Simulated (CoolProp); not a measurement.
Properties of hexamethyldisiloxane (MM) along the isobar 5.53 bar.

The numbers come from the reference Helmholtz-energy equation of state, Thol 2016 in CoolProp.

```
T (K)   phase  expansivity (1/kK)  fugacity coefficient
-----  ------  ------------------  --------------------
231.2  liquid               1.220             0.0001006
243.1  liquid               1.240             0.0002901
255.1  liquid                 [?]                   [?]
267    liquid               1.290              0.001728
279    liquid                 [?]              0.003675
290.9  liquid               1.356              0.007198
302.9  liquid               1.396               0.01325
314.8  liquid               1.441               0.02290
326.8  liquid               1.493               0.03774
338.7  liquid                 [?]                   [?]
```

Complete the blanks.


- 255.1, expansivity (1/kK): 1.263
- 255.1, fugacity coefficient: 0.0007482
- 279, expansivity (1/kK): 1.321
- 338.7, expansivity (1/kK): 1.552
- 338.7, fugacity coefficient: 0.05918
